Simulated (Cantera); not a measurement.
Feed: 1 mol n-butane, 11 mol H2, 0.21 mol CO2, equilibrated at 2025 °C.

Cantera equilibrium calculation (NASA polynomials, part measured and part estimated; ideal gas, pure solids and liquids). Candidate condensed phases: C, C6H6, C7H8, C8H18, H2O; 110 gas species. The ideal-gas law is rough above about 30 bar. Rates play no part.

x: gas mole fraction; n: condensed amount in mol.

```csv
P (Pa),x H2,x H,x CO,x CH4,n C(graphite)
10,0.385,0.595,0.0180,3.19e-9,3.69
46,0.623,0.353,0.0211,3.84e-8,3.68
220,?,?,0.0233,?,3.67
1000,0.882,0.0900,0.0244,1.67e-6,3.66
4600,0.928,0.0431,0.0250,8.51e-6,3.66
22000,0.951,?,0.0253,?,3.65
100000,0.961,0.00940,0.0255,0.000198,3.65
460000,0.965,0.00439,0.0255,0.000920,3.64
2200000,0.963,0.00201,0.0256,0.00439,3.58
10000000,0.949,0.000934,0.0260,0.0193,3.32
```

**Question.** Some entries are withheld; supply them.

**Answer.** 
- 220, x H2: 0.791
- 220, x H: 0.182
- 220, x CH4: 2.96e-7
- 22000, x H: 0.0199
- 22000, x CH4: 4.27e-5
